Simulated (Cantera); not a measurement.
An isothermal, constant-pressure homogeneous reactor starts with 0.153 % H2, 27.7 % O2, 72.1 % N2, at 1150 K and 1.95 Torr.

Cantera simulation using GRI-Mech 3.0 (53 species, 325 reactions); the numbers are that mechanism's predictions, not measurements. Radical loss at walls, strong at low pressure, is not modelled.

Question: Predict: x(H2) at 3.00 s; x(O2) at 3.00 s; x(N2O) at 3.00 s; x(NO) at 3.00 s; x(HO2) at 3.00 s.

Answer: 
```
Quantity                                             Value
----------------  ----------------------------------------
x(H2) at 3.00 s   3.37e-6 (gas-phase equilibrium 2.46e-10)
x(O2) at 3.00 s        0.276 (gas-phase equilibrium 0.277)
x(N2O) at 3.00 s  3.12e-9 (gas-phase equilibrium 5.12e-10)
x(NO) at 3.00 s   1.45e-9 (gas-phase equilibrium 0.000145)
x(HO2) at 3.00 s  3.80e-8 (gas-phase equilibrium 2.58e-10)
```
